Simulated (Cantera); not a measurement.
An isothermal, constant-pressure homogeneous reactor starts with 4.38 % H2, 7.97 % O2, 87.6 % N2, equivalence ratio 0.28, at 1100 K and 293 Torr.

Detailed kinetics in Cantera: the H2/O2 subset of GRI-Mech 3.0, which has no nitrogen chemistry. The temperature is held fixed by assumption; the heat of reaction is taken as removed at once.

x: mole fraction; the columns are a selection and need not sum to one.

| t (s) | x H2 | x O2 | x H2O2 | x O | x OH | x H2O | x HO2 |
|---|---|---|---|---|---|---|---|
| 1.00e-5 | 0.0438 | 0.0797 | <1e-12 | 1.54e-11 | 1.00e-11 | 1.27e-11 | 1.22e-10 |
| 2.70e-5 | 0.0438 | 0.0797 | <1e-12 | 9.08e-11 | 4.70e-11 | 1.61e-10 | 3.49e-10 |
| 7.28e-5 | 0.0438 | 0.0797 | 1.53e-12 | 7.72e-10 | 3.63e-10 | 2.66e-9 | 1.22e-9 |
| 0.000196 | 0.0438 | 0.0797 | 4.47e-11 | ? | 2.52e-8 | 2.44e-7 | 3.30e-8 |
| 0.000529 | 0.0295 | 0.0729 | 8.38e-7 | ? | 0.000895 | 0.0110 | 1.51e-5 |
| 0.00143 | 0.000576 | 0.0591 | 1.32e-6 | ? | 0.000298 | 0.0439 | 1.05e-5 |
| 0.00385 | 8.07e-5 | 0.0591 | 4.98e-7 | ? | 7.13e-5 | 0.0447 | 3.32e-6 |
| 0.0104 | 1.30e-5 | 0.0591 | 1.52e-7 | ? | 2.90e-5 | 0.0448 | 7.81e-7 |
| 0.0280 | 1.66e-6 | 0.0591 | 4.28e-8 | ? | 1.33e-5 | 0.0448 | 1.55e-7 |
| 0.0756 | 1.82e-7 | 0.0591 | 1.21e-8 | ? | 6.55e-6 | 0.0448 | 3.41e-8 |
| 0.204 | 2.96e-8 | 0.0591 | 3.81e-9 | ? | 3.52e-6 | 0.0448 | 9.54e-9 |
| 0.550 | 8.18e-9 | 0.0591 | 1.31e-9 | ? | 2.02e-6 | 0.0448 | 3.22e-9 |
| 1.48 | 2.73e-9 | 0.0591 | 4.77e-10 | ? | 1.20e-6 | 0.0448 | 1.33e-9 |
| 4.00 | 1.02e-9 | 0.0591 | 1.84e-10 | ? | 7.36e-7 | 0.0448 | 8.11e-10 |

What belongs in the gaps?


- 0.000196, x O: 5.43e-8
- 0.000529, x O: 0.00184
- 0.00143, x O: 0.000363
- 0.00385, x O: 3.32e-5
- 0.0104, x O: 5.12e-6
- 0.0280, x O: 9.76e-7
- 0.0756, x O: 2.31e-7
- 0.204, x O: 6.69e-8
- 0.550, x O: 2.21e-8
- 1.48, x O: 7.85e-9
- 4.00, x O: 2.98e-9
